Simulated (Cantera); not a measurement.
## Ignition delay

Mixture: CH₄ : O₂ : N₂ = 1 : 2.15 : 8.09 (molar parts), at 2.50 bar, adiabatic and at constant volume. Ignition delay is the time to a rise of 400 K.

Cantera simulation using GRI-Mech 3.0 (53 species, 325 reactions); the numbers are that mechanism's predictions, not measurements.

```
T0 (K)  delay (ms)
------  ----------
1175          26.0
1275          6.86
1375          2.05
1475         0.688
1575         0.261
1675         0.112
1775        0.0545
```

```
Quantity                                                Result
--------------------------------------------------  ----------
apparent activation energy between 1575 and 1775 K  180 kJ/mol
```
